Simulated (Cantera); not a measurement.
A closed system holds: 1 mol Si, 0.059 mol H₂O, 300 mol H₂, at 1325 K and 1.00 Torr.

Cantera equilibrium calculation (NASA polynomials, part measured and part estimated; ideal gas, pure solids and liquids). Candidate condensed phases: H₂O, Si, SiO₂; 18 gas species. Rates play no part.

Q: What is the equilibrium state?

A: 
| Property | Value |
|---|---|
| x(H₂) | 1.000 |
| x(SiO) | 0.000197 |
| x(H) | 4.48e-5 |
| n(Si(s)) | 0.941 mol |
| gas amount | 300.1 mol |
